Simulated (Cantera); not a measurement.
# Equilibrium for carbothermic reduction: PbO + CO + N₂

Feed: 1 mol PbO, 9.7 mol CO, 1.4 mol N₂, equilibrated at 1.00 Torr.

These are equilibrium values from Cantera (NASA tables, ideal gas, pure condensed phases), not measurements of a reactor. Candidate condensed phases: C, Pb, PbO, PbO₂, Pb₃O₄; 27 gas species. The numbers say what is thermodynamically allowed, not how fast it happens.

From 1848 K to 2498 K nothing is condensed. The main Pb-bearing gas is Pb throughout.

```tsv
T (K)	x CO	x N₂	x Pb	x CO₂	x O	x O₂
1848	0.719	0.116	0.0825	0.0825	5.44e-6	1.10e-6
1898	0.719	0.116	0.0825	0.0825	1.36e-5	2.86e-6
1948	0.719	0.116	0.0825	0.0824	3.23e-5	7.06e-6
1998	0.719	0.116	0.0824	0.0823	7.35e-5	1.66e-5
2048	0.719	0.116	0.0824	0.0821	0.000161	3.74e-5
2098	0.720	0.116	0.0823	0.0817	0.000337	8.05e-5
2148	0.720	0.116	0.0822	0.0811	0.000680	0.000166
2198	0.720	0.115	0.0821	0.0799	0.00132	0.000326
2248	0.721	0.115	0.0819	0.0779	0.00246	0.000607
2298	0.722	0.115	0.0816	0.0747	0.00437	0.00106
2348	0.724	0.114	0.0813	0.0699	0.00738	0.00170
2398	0.727	0.114	0.0808	0.0633	0.0118	0.00250
2448	0.729	0.113	0.0802	0.0551	0.0176	0.00331
2498	0.732	0.112	0.0796	0.0460	0.0246	0.00393
```
x: gas mole fraction; nothing condenses.
